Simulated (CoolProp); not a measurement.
Aqueous methanol as a coolant, 31 % by mass, freezing at -26.9 °C, 1 atm.

Values from CoolProp's Melinder's fits for secondary coolants.

```csv
T (°C),density (kg/m³),conductivity (W/(m K)),viscosity (mPa s),cp (kJ/(kg K))
-19,965.8,0.399,[?],[?]
-11.2,963.2,[?],5.99,[?]
-3.4,960.2,0.410,4.21,[?]
4.4,957.1,0.416,3.07,3.884
12.2,[?],0.422,2.32,3.935
19.9,949.9,0.427,1.81,3.972
27.7,945.9,0.433,1.44,3.996
35.5,941.7,0.439,1.17,4.005
```

**Question.** Some entries are withheld; supply them.

**Answer.** 
- -19, viscosity (mPa s): 8.88
- -19, cp (kJ/(kg K)): 3.672
- -11.2, conductivity (W/(m K)): 0.405
- -11.2, cp (kJ/(kg K)): 3.752
- -3.4, cp (kJ/(kg K)): 3.823
- 12.2, density (kg/m³): 953.6
